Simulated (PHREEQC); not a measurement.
A made-up water analysis in mg/L, 20 °C, pH 7.6, pe 9.3:

```
constituent           mg/L
------------------  ------
Na                     118
K                     2.77
Ca                    28.5
Mg                   0.948
Cl                     157
S(6) as SO4           61.6
Alkalinity as HCO3      64
Li                  0.0724
```

Valence states are taken as typed.

Model: ion-association model, phreeqc.dat, run in PHREEQC.

Precipitation was switched off in this run.

Question: Predict the specific conductance, charge-balance error.

Answer: specific conductance 679 µS/cm; charge-balance error -0.3 %.

Question: In which forms is Mg present?

Answer: Mg+2 94 %, MgSO4 5.6 %, MgHCO3+ 0.8 % of the Mg.

Species that the database lacks are ignored.
